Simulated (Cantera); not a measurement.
An isothermal, constant-pressure homogeneous reactor starts with CH4 : N2 = 1 : 67 (molar parts), at 1873 K and 0.0150 bar. Integrator tolerance rtol = 1e-08.

Model: GRI-Mech 3.0 (53 species, 325 reactions), integrated in Cantera. GRI-Mech 3.0 stops at C3 and has no aromatics, soot or wall deposition, so with more carbon than oxygen in the feed, carbon stays in small species such as C2H2 where larger ones or solid carbon would form. Radical loss at walls, strong at low pressure, is not modelled.

Problem. What does this change do: CH4 1 to 3.4 parts?

Solution. 
```json
[
 {"quantity": "x(CH4) at 4.00 s", "before": "8.22e-7 (gas-phase equilibrium 3.45e-8)", "after": "3.22e-6 (gas-phase equilibrium 5.79e-7)"},
 {"quantity": "x(C2H4) at 4.00 s", "before": "3.45e-8 (gas-phase equilibrium 2.12e-9)", "after": "3.41e-7 (gas-phase equilibrium 5.81e-8)"},
 {"quantity": "x(C2H6) at 4.00 s", "before": "<1e-12 (gas-phase equilibrium <1e-12)", "after": "1.18e-12 (gas-phase equilibrium <1e-12)"},
 {"quantity": "x(H2) at 4.00 s", "before": "0.0215 (gas-phase equilibrium 0.0213)", "after": "0.0684 (gas-phase equilibrium 0.0684)"},
 {"quantity": "x(C2H) at 4.00 s", "before": "1.93e-6 (gas-phase equilibrium 1.97e-7)", "after": "5.11e-6 (gas-phase equilibrium 9.46e-7)"},
 {"quantity": "x(HCN) at 4.00 s", "before": "0.000113 (gas-phase equilibrium 0.0136)", "after": "0.000118 (gas-phase equilibrium 0.0381)"}
]
```

Problem. What does this change do: 0.21 parts H2O added?

Solution. 
```
quantity                                            before                                    after
-----------------  ---------------------------------------  ---------------------------------------
x(CH4) at 4.00 s   8.22e-7 (gas-phase equilibrium 3.45e-8)  6.13e-5 (gas-phase equilibrium 3.63e-8)
x(C2H4) at 4.00 s  3.45e-8 (gas-phase equilibrium 2.12e-9)  2.11e-7 (gas-phase equilibrium 1.62e-9)
x(C2H6) at 4.00 s    <1e-12 (gas-phase equilibrium <1e-12)  4.21e-10 (gas-phase equilibrium <1e-12)
x(H2) at 4.00 s      0.0215 (gas-phase equilibrium 0.0213)    0.0246 (gas-phase equilibrium 0.0257)
x(C2H) at 4.00 s   1.93e-6 (gas-phase equilibrium 1.97e-7)  1.22e-6 (gas-phase equilibrium 1.14e-7)
x(HCN) at 4.00 s   0.000113 (gas-phase equilibrium 0.0136)  0.000300 (gas-phase equilibrium 0.0108)
```
